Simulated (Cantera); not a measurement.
A perfectly stirred reactor is fed with 3.55 % C3H8, 14.8 % O2, 81.6 % N2, equivalence ratio 1.2, at 760 Torr; it is adiabatic with a 448 K inlet, and is followed from long to short residence time, starting on the burning branch (τ in s: 0.021, 0.0098, 0.0046, 0.0021, 0.00098, 0.00046, 0.00021, 9.9e-05, 4.6e-05).

Cantera simulation using GRI-Mech 3.0 (53 species, 325 reactions); the numbers are that mechanism's predictions, not measurements. GRI-Mech 3.0 was tuned for natural gas; its chemistry of propane as a main component is partial and can be far from experiment.

Task: Predict: blow-out, bracketed by the residence times tried; x(C3H8) at τ = 21.0 ms; x(O2) at τ = 21.0 ms; x(NO) at τ = 21.0 ms; x(CO2) at τ = 21.0 ms; x(CO) at τ = 21.0 ms; x(C3H8) at τ = 0.980 ms; x(O2) at τ = 0.980 ms; x(NO) at τ = 0.980 ms; x(CO2) at τ = 0.980 ms; x(CO) at τ = 0.980 ms.

Result: 
```json
{
  "blow_out_bracketed_by_the_residence_times_tried": "burning at 0.210 ms, out at 99.0 µs",
  "x(C3H8) at τ = 21.0 ms": "1.43e-6",
  "x(O2) at τ = 21.0 ms": "0.000654",
  "x(NO) at τ = 21.0 ms": "0.000192",
  "x(CO2) at τ = 21.0 ms": "0.0608",
  "x(CO) at τ = 21.0 ms": "0.0389",
  "x(C3H8) at τ = 0.980 ms": "1.63e-5",
  "x(O2) at τ = 0.980 ms": "0.00397",
  "x(NO) at τ = 0.980 ms": "0.000133",
  "x(CO2) at τ = 0.980 ms": "0.0564",
  "x(CO) at τ = 0.980 ms": "0.0423"
}
```
